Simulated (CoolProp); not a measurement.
Octamethyltrisiloxane (MDM) along the isobar 101 kPa: fugacity coefficient from the reference equation and from simpler models built on Tc = 292.2 °C, pc = 1438 kPa, ω = 0.528; each cubic takes its own stable root.

The numbers come from the reference Helmholtz-energy equation of state, Thol 2017 in CoolProp.

| T (°C) | phase | reference |
|---|---|---|
| 110.45 | liquid | 0.2796 |
| 129.55 | liquid | 0.5061 |
| 148.65 | liquid | 0.8489 |
| 167.85 | gas | 0.9400 |
| 186.95 | gas | 0.9489 |
| 206.15 | gas | 0.9562 |
| 225.25 | gas | 0.9622 |
| 244.45 | gas | 0.9673 |
| 263.55 | gas | 0.9715 |
| 282.75 | gas | 0.9751 |
| 301.85 | gas | 0.9781 |

Task: How far does each simpler model (Redlich-Kwong, Soave-Redlich-Kwong, Peng-Robinson) lie from the reference over these 11 states: mean and median of the absolute difference, and the worst?

Result: 
- Redlich-Kwong: mean 28.9 %, median 0.6 %, worst +217.7 % at 110.45 °C and 101 kPa
- Soave-Redlich-Kwong: mean 0.1 %, median 0.1 %, worst -0.4 % at 129.55 °C and 101 kPa
- Peng-Robinson: mean 0.4 %, median 0.3 %, worst +1.4 % at 110.45 °C and 101 kPa

At some of these states Redlich-Kwong gives the other phase, because its saturation line lies elsewhere.
